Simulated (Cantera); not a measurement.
Charge: 1 mol Si, 8.2 mol H2, equilibrated at 577 °C and 1.00 bar.

Method: chemical equilibrium by Gibbs-energy minimisation in Cantera with the NASA 1993 tables (ideal gas, pure condensed phases). Candidate condensed phases: Si; 9 gas species. Equilibrium is a limit: real reactors are often held back by kinetics, nucleation or transport.

Base state: H2 1.00 (mole fractions); condensed: Si(s).

What changes in the equilibrium state with this change: 0.94 mol CO2 added?


```tsv
species	before	after
H2	1.00	0.880
CH4	0	0.120
Si(s), mol	1.000	0
SiC(s), mol	0	0.0600
SiO2(β-quartz), mol	0	0.940
```
Further candidate phases: C, C6H6, C7H8, C8H18, H2O, SiC, SiO2.
